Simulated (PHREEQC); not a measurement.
A solution holds 0.04 mol HF, 0.0013 mol H2SiF6, 0.026 mol HBF4 and 0.00036 mol HNO3 per kg of water, at 90 °C. Closed to the air; pH follows from the charge balance.

Computed with PHREEQC (ion-association model, phreeqc.dat).

Each row changes one thing in this solution. This is a speciation only: nothing precipitates in the calculation.

```tsv
case	pH	ionic strength (mol/kgw)	HF (mol/kgw)	SiF6-2 (mol/kgw)	H3BO3 (mol/kgw)	BF3OH- (mol/kgw)	SI of Quartz (SiO2)
as made	1.61	0.0295	0.0450	0.00120	0.000952	0.000767	-0.81
0.013 mol/kgw KOH added	1.86	0.0303	0.0432	0.00126	0.000643	0.000808	-1.18
HNO3 from 0.00036 to 0.00072 mol/kgw	1.61	0.0299	0.0451	0.00120	0.000958	0.000766	-0.80
HF replaced by NaF at the same molality	3.19	0.0419	0.0295	0.00130	0.000132	0.00117	-2.88
temperature from 90 to 75 °C	1.60	0.0305	0.0416	0.00129	0.000350	0.000616	-1.64
H2SiF6 from 0.0013 to 0.00026 mol/kgw	1.64	0.0267	0.0445	0.000241	0.000944	0.000776	-1.52
```

Complexes and solids missing from the database can't appear. At this temperature some constants are extrapolated from 25 °C, and those without enthalpy data are left unchanged. SiF6-2 is the database's only silicon fluoride. Real BF4- forms and hydrolyses slowly; the run takes it at equilibrium.
